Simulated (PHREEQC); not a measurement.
A column of 0.1 m (30 cells, dispersivity 0.008 m, 300 s a shift, diffusion coefficient 3e-10 m²/s) holds 0.0052 eq of the database's cation exchanger X per kg of pore water, first in equilibrium with 0.018 mol/kgw CaCl2, 0.056 mol/kgw SrCl2 and 1e-05 mol/kgw HCl. It is flushed with 0.00018 mol/kgw PbCl2, 0.0086 mol/kgw LiCl and 1e-05 mol/kgw HCl, at 15 °C. Values are for the last cell. No CO2 enters from the air. No solid was allowed to form.

Base run: PHREEQC, ion-association model, phreeqc.dat. Each further column changes one thing. The table gives Pb in solution (mol/kgw).

```
pore volumes     base  exchange capacity from 0.0052 to 0.0026 eq/kgw  dispersivity from 0.008 to 0.016 m
------------  -------  ----------------------------------------------  ----------------------------------
0                   0                                               0                                   0
0.55          1.18e-5                                               …                             2.75e-5
1.217         6.48e-5                                               …                             9.23e-5
1.75          3.00e-5                                         5.39e-5                                   …
2.283         1.05e-5                                               …                             4.61e-5
2.817         5.39e-6                                         1.22e-5                             2.60e-5
3.483         3.84e-6                                               …                             1.56e-5
4.017         3.56e-6                                         1.22e-5                                   …
```

What belongs in the gaps?


- 0.55, exchange capacity from 0.0052 to 0.0026 eq/kgw: 1.32e-5
- 1.217, exchange capacity from 0.0052 to 0.0026 eq/kgw: 8.87e-5
- 1.75, dispersivity from 0.008 to 0.016 m: 7.70e-5
- 2.283, exchange capacity from 0.0052 to 0.0026 eq/kgw: 2.20e-5
- 3.483, exchange capacity from 0.0052 to 0.0026 eq/kgw: 1.04e-5
- 4.017, dispersivity from 0.008 to 0.016 m: 1.28e-5
